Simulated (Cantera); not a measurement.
An isothermal, constant-pressure homogeneous reactor starts with NH3 : H2 = 1 : 4.1 (molar parts), at 1775 K and 2800 Pa.

Detailed kinetics in Cantera: the gas-phase N/H chemistry of the illustrative SiF4/NH3 mechanism in the Surface Chemkin manual (1991). Walls and surfaces, which speed up NH3 decomposition in real reactors, are not modelled.

x: mole fraction; the columns are a selection and need not sum to one.

```tsv
t (s)	x NH3	x H2	x N2	x H	x NH	x N2H2	x N2H4
7.00e-6	0.196	0.804	<1e-12	2.90e-8	<1e-12	<1e-12	<1e-12
2.81e-5	0.196	0.804	<1e-12	1.24e-7	<1e-12	<1e-12	<1e-12
0.000112	0.196	0.804	<1e-12	5.06e-7	8.34e-12	<1e-12	<1e-12
0.000451	0.196	0.804	8.48e-12	2.04e-6	1.59e-10	1.01e-11	<1e-12
0.00181	0.196	0.804	1.28e-9	8.18e-6	2.66e-9	2.20e-10	2.82e-12
0.00724	0.196	0.804	1.14e-7	3.27e-5	4.30e-8	4.24e-9	4.57e-11
0.0290	0.196	0.804	1.04e-5	0.000127	6.45e-7	8.93e-8	6.89e-10
0.116	0.195	0.804	0.000437	0.000250	2.44e-6	4.43e-7	2.61e-9
0.466	0.189	0.808	…	0.000254	2.44e-6	4.33e-7	2.54e-9
1.87	0.169	0.819	0.0111	0.000267	2.35e-6	3.73e-7	2.18e-9
7.49	0.112	0.853	0.0352	0.000316	2.01e-6	2.18e-7	1.23e-9
30.0	…	0.901	…	…	…	…	1.85e-10
```

Task: Fill in the missing entries.

Result: 
- 0.466, x N2: 0.00273
- 30.0, x NH3: 0.0285
- 30.0, x N2: 0.0700
- 30.0, x H: 0.000509
- 30.0, x NH: 1.20e-6
- 30.0, x N2H2: 3.92e-8
